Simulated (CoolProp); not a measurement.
Sulfur hexafluoride along the isobar 2.5 MPa: fugacity coefficient from the reference equation and from simpler models built on Tc = 45.6 °C, pc = 3.755 MPa, ω = 0.210; each cubic takes its own stable root.

Model: reference Helmholtz-energy equation of state, Guder 2009, in CoolProp.

```
T (°C)   phase  reference
------  ------  ---------
-24.25  liquid     0.2284
-14.65  liquid     0.2995
-4.95   liquid     0.3829
4.65    liquid     0.4763
14.25   liquid     0.5790
23.95   liquid     0.6899
33.55      gas     0.7499
43.15      gas     0.7760
52.85      gas     0.7984
62.45      gas     0.8177
72.15      gas     0.8348
81.75      gas     0.8498
91.35      gas     0.8632
101.05     gas     0.8753
110.65     gas     0.8861
120.35     gas     0.8960
```

Q: How far does each simpler model (Redlich-Kwong, Soave-Redlich-Kwong) lie from the reference over these 16 states: mean and median of the absolute difference, and the worst?

A: 
- Redlich-Kwong: mean 6.3 %, median 1.3 %, worst +26.4 % at -24.25 °C and 2.5 MPa
- Soave-Redlich-Kwong: mean 0.9 %, median 0.2 %, worst +2.6 % at -24.25 °C and 2.5 MPa

At some of these states Redlich-Kwong gives the other phase, because its saturation line lies elsewhere.
